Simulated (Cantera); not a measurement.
A Cantera script and what it prints.

```python
import numpy as np
import cantera as ct

gas_names = [...]  # 116 gases of nasa_gas.yaml made of C, H, Mg, O
cond_names = """
    C(gr) C6H6(L) C7H8(L) C8H18(L),n-octa H2O(s) H2O(L) Mg(cr) Mg(L) MgCO3(s) MgO(s) MgO(L) MgO2H2(s)
""".split()


# ... load() reads the species with a 1 bar reference pressure and builds the phases ...
atoms = {
    'MgO': {'Mg': 1, 'O': 1},
    'CH4': {'C': 1, 'H': 4},
    'H2': {'H': 2},
}
top_T = {'C(gr)': 4500}  # K; cautious upper limits of use, not melting points


# ... equilibrate(T, P, feed) seeds the gas with the atoms and calls Mixture.equilibrate('TP', solver="vcs", rtol=1e-11, max_steps=5000) ...
results = []
feed = {'MgO': 1, 'CH4': 3.9, 'H2': 11}  # mol
P = 510000  # Pa
for T in [2025, 2075, 2125, 2175, 2225, 2275, 2325, 2375]:
    mix = equilibrate(T, P, feed)
    results.append((T, P, feed, dict(zip(mix.species_names, mix.species_moles))))

top = {s: max(r[3][s] / sum(r[3][g] for g in gas_names) for r in results) for s in gas_names}
cols = sorted((s for s in top if top[s] > 1e-05), key=lambda s: -top[s])[:9]
seen = [c for c in cond_names if any(r[3].get(c, 0) > 1e-12 for r in results)]
print("log10 of partial pressures in bar; condensed amounts in mol")
print(f"{'T/K':>10s}" + "".join(f"{s[:9]:>10s}" for s in cols + seen))
for T, P, feed, n in results:
    ng = sum(n[g] for g in gas_names)
    print(f"{T:10.4g}" + "".join(f"{np.log10(max(n[s] / ng * P / 1e5, 1e-99)):10.3f}" for s in cols)
          + "".join(f"{n.get(c, 0):10.4g}" for c in seen))
```

Result:

```
log10 of partial pressures in bar; condensed amounts in mol
       T/K        H2        CO        Mg         H C2H2,acet       MgH       CH4       CH3      C2H4     C(gr)
      2025     0.662    -0.610    -0.624    -2.385    -2.381    -2.095    -2.077    -3.828    -3.951     2.831
      2075     0.662    -0.610    -0.625    -2.244    -2.245    -2.083    -2.132    -3.746    -3.930     2.822
      2125     0.661    -0.610    -0.625    -2.109    -2.114    -2.072    -2.184    -3.667    -3.910     2.809
      2175     0.661    -0.610    -0.626    -1.981    -1.990    -2.061    -2.234    -3.592    -3.891     2.791
      2225     0.661    -0.610    -0.626    -1.858    -1.872    -2.051    -2.282    -3.521    -3.873     2.767
      2275     0.660    -0.611    -0.627    -1.741    -1.759    -2.041    -2.328    -3.453    -3.857     2.736
      2325     0.659    -0.611    -0.628    -1.629    -1.652    -2.032    -2.373    -3.389    -3.842     2.697
      2375     0.658    -0.611    -0.628    -1.522    -1.549    -2.024    -2.415    -3.328    -3.827     2.649
```

Cantera equilibrium calculation (NASA polynomials, part measured and part estimated; ideal gas, pure solids and liquids). The tables' values for MgH are old estimates; treat these amounts as uncertain.
